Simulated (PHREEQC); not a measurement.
Leach liquor

Make-up at 45 °C: 0.023 mol/kgw HCl, 0.00021 mol/kgw MnSO4 and 0.28 mol/kgw Na2SO4. Closed to the air; pH follows from the charge balance.

Model: ion-association model, phreeqc.dat, run in PHREEQC.

This is a speciation only: nothing precipitates in the calculation.

Question: What pH does the model give?

Answer: pH 2.53.

Question: In which forms is Mn present?

Answer: MnSO4 59 %, Mn+2 40 %, MnCl+ 0.8 % of the Mn.

Constants without temperature data keep their 25 °C values here.
